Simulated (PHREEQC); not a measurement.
**Metal-bearing waste water: an equilibrium model**

Solution (5.7 °C): 0.076 mol Pb(NO3)2, 4.4e-05 mol CuCl2, 0.00027 mol HCl and 0.0082 mol NaCl per kg of water. Closed to the air; pH follows from the charge balance.

All values are PHREEQC results (ion-association model, wateq4f.dat), not measurements.

* **pH**: 3.65
* **ionic strength**: 0.178 mol/kgw
* **total alkalinity**: -0.270 meq/kg

```json
[
 {"species": "NO3-", "molality": "0.125", "activity": "0.0890", "log γ": "-0.148"},
 {"species": "Pb+2", "molality": "0.0469", "activity": "0.0155", "log γ": "-0.482"},
 {"species": "PbNO3+", "molality": "0.0269", "activity": "0.0204", "log γ": "-0.120"},
 {"species": "Na+", "molality": "0.00820", "activity": "0.00620", "log γ": "-0.121"},
 {"species": "Cl-", "molality": "0.00629", "activity": "0.00458", "log γ": "-0.138"},
 {"species": "PbCl+", "molality": "0.00223", "activity": "0.00169", "log γ": "-0.120"},
 {"species": "H+", "molality": "0.000277", "activity": "0.000224", "log γ": "-0.093"},
 {"species": "Cu+2", "molality": "4.39e-5", "activity": "1.53e-5", "log γ": "-0.458"}
]
```

This is a speciation only: nothing precipitates in the calculation. Complexes and solids missing from the database can't appear. At this temperature some constants are extrapolated from 25 °C, and those without enthalpy data are left unchanged.
